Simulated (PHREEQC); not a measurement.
PHREEQC input (ion-association model, phreeqc.dat):

```
SOLUTION_SPECIES
  CO3-2 + 10 H+ + 8 e- = CH4 + 3 H2O  # shut off: no methane
    -log_k -100
    -delta_h 0
    -analytic -100
SOLUTION 1
  temp 25
  units mol/kgw
  pH 7 charge
  Cl 0.086
  Na 0.086
  K 0.032
END
SELECTED_OUTPUT 1
  -reset false
  -pH true
  -pe true
  -ionic_strength true
  -water true
  -totals C Cl K Na C(-4) C(4) Mtg
  -molalities H+ Na+ K+ Cl- CO3-2 OH- HCO3- CO2 (CO2)2 NaOH
    NaCO3- NaHCO3
  -saturation_indices Halite Sylvite
USER_PUNCH 1
  -headings p_CO2(g) phi_CO2(g) p_Mtg(g) phi_Mtg(g) p_H2O(g) phi_H2O(g) density
  10 PUNCH PR_P("CO2(g)"), PR_PHI("CO2(g)"), PR_P("Mtg(g)"), PR_PHI("Mtg(g)"), PR_P("H2O(g)"), PR_PHI("H2O(g)"), RHO
PRINT
  -reset false
USE solution 1
REACTION_TEMPERATURE 1
  80
GAS_PHASE 1
  -fixed_pressure
  -pressure 2
  -temperature 80
  -volume 20
  CO2(g) 1.48
  Mtg(g) 0.52
  H2O(g) 0
END
# ... the last block is repeated for the other 12 points of P (atm)
```

Selected output (columns that matter, 13 of 13 rows; P (atm) added in front):

```
P (atm)	pH	mu	C	Cl	K	Na	Mtg	si_Halite	si_Sylvite	p_CO2(g)	phi_CO2(g)	p_Mtg(g)	phi_Mtg(g)	p_H2O(g)
2	6.5677	0.11814	0.045795	0.086641	0.032238	0.086641	0.00038583	-3.9954	-3.9598	1.1201	0.99366	0.41134	0.99971	0.46854
5	6.1022	0.11809	0.072372	0.086563	0.032209	0.086563	0.0011177	-3.9961	-3.9609	3.3237	0.98378	1.1997	0.99628	0.47658
10	5.7874	0.1181	0.11545	0.08656	0.032209	0.08656	0.0023143	-3.9967	-3.9615	6.9989	0.96789	2.5109	0.99114	0.49021
20	5.4919	0.11815	0.19718	0.086598	0.032222	0.086598	0.0046305	-3.9974	-3.9624	14.352	0.93694	5.1294	0.98158	0.51907
30	5.3284	0.11822	0.27303	0.086648	0.032241	0.086648	0.0068514	-3.9981	-3.9632	21.706	0.90686	7.7437	0.97283	0.55035
40	5.2179	0.1183	0.34304	0.086706	0.032263	0.086706	0.0089856	-3.9987	-3.9639	29.062	0.87765	10.354	0.96491	0.58433
50	5.1362	0.11838	0.40732	0.086773	0.032288	0.086773	0.011041	-3.9993	-3.9645	36.418	0.84927	12.96	0.95783	0.6213
75	4.9994	0.11865	0.54405	0.086977	0.032364	0.086977	0.015891	-4.0002	-3.9656	54.811	0.78208	19.46	0.94398	0.72895
100	4.9145	0.119	0.64956	0.087245	0.032463	0.087245	0.020418	-4.0005	-3.9661	73.197	0.72045	25.941	0.93564	0.86246
150	4.8162	0.11997	0.78799	0.087978	0.032736	0.087978	0.02879	-3.9992	-3.9653	109.92	0.61636	38.858	0.93128	1.2181
200	4.7588	0.12108	0.86909	0.088822	0.03305	0.088822	0.036215	-3.9968	-3.9634	146.59	0.54054	51.749	0.93014	1.6644
300	4.6791	0.12284	0.96999	0.090177	0.033554	0.090177	0.048119	-3.9944	-3.9621	219.85	0.45323	77.529	0.92231	2.6235
400	4.6141	0.12392	1.0411	0.091042	0.033876	0.091042	0.057464	-3.9957	-3.9645	293.12	0.41131	103.32	0.92386	3.5553
```

Complexes and solids missing from the database can't appear. Away from 25 °C the constants follow the database's enthalpies or fits; those with neither stay at their 25 °C values.
